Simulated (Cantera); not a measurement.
A freely propagating, adiabatic, planar premixed flame of H2 : O2 : N2 = 1 : 0.2 : 0.752 (molar parts), equivalence ratio 2.5, unburnt at 400 K and 720000 Pa; mixture-averaged transport, grid criteria slope 0.08 and curve 0.16, no radiation.

Model: the H2/O2 subset of GRI-Mech 3.0, which has no nitrogen chemistry, integrated in Cantera. The hydrogen kinetics of GRI-Mech 3.0 are dated; newer H2 mechanisms differ, most at raised pressure. Burning velocities carry a grid error of a few per cent, more on coarse grids.

Problem. What does this change do: H2 1 to 0.78 parts?

Solution. 
| quantity | before | after |
|---|---|---|
| laminar burning velocity | 351 cm/s | 425 cm/s |
| thermal thickness | 0.0354 mm | 0.0315 mm |
| peak x(H) | 0.0284 | 0.0374 |
| peak x(H2O2) | 0.000119 | 0.000129 |
| peak x(OH) | 0.00135 | 0.00335 |
| peak x(HO2) | 0.00115 | 0.00130 |

Problem. What does this change do: 0.023 parts H2O added?

Solution. 
```tsv
quantity	before	after
laminar burning velocity	351 cm/s	330 cm/s
thermal thickness	0.0354 mm	0.0356 mm
peak x(H)	0.0284	0.0261
peak x(H2O2)	0.000119	0.000127
peak x(OH)	0.00135	0.00128
peak x(HO2)	0.00115	0.00117
```
